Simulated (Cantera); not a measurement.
**Thermodynamics of silicon nitride deposition, feed SiH2Cl2 + NH3 + N2**

A closed system holds: 1 mol SiH2Cl2, 17 mol NH3, 1.5 mol N2, held at 1648 K and 0.140 bar.

Equilibrium computed with Cantera from the NASA thermochemical tables; the gas is ideal and each condensed phase is pure. Candidate condensed phases: NH4Cl, Si, Si3N4; 28 gas species. The tables' values for SiCl3 are old estimates; treat these amounts as uncertain. Rates play no part.

- x(H2) = 0.693
- x(N2) = 0.254
- x(HCl) = 0.0522
- x(SiCl2) = 0.000986
- x(H) = 0.000198
- x(SiCl3) = 2.43e-5
- x(Cl) = 1.17e-5
- x(SiHCl3) = 2.93e-6
- x(NH3) = 1.68e-6
- n(Si3N4(s)) = 0.321 mol
- gas amount = 36.86 mol
- log10 activity of Si(s) (absent) = -1.15
